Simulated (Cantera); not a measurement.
An isothermal plug-flow reactor at 575 K and 1.00 bar (inlet), inlet velocity 0.89 m/s, active area per volume 4100 1/m; feed 1.78 % H2, 4.51 % O2, 93.7 % N2, equivalence ratio 0.20.

Model: Deutschmann's 1995 Pt surface mechanism with GRI-Mech 3.0 gas chemistry, integrated in Cantera. Catalytic surfaces can have several steady states; this one follows from the mechanism file's or the stated starting coverage. Mass transfer to the wall is taken as infinitely fast.

Task: Predict: x(H2) at z = 0.0043 m; x(O2) at z = 0.0043 m; x(H2O) at z = 0.0043 m; θ(free Pt) at the exit; θ(O*) at the exit; θ(OH*) at the exit.

Result: x(H2) at z = 0.0043 m: 3.78e-5
x(O2) at z = 0.0043 m: 0.0365
x(H2O) at z = 0.0043 m: 0.0179
θ(free Pt) at the exit: 0.00189
θ(O*) at the exit: 0.995
θ(OH*) at the exit: 0.00317
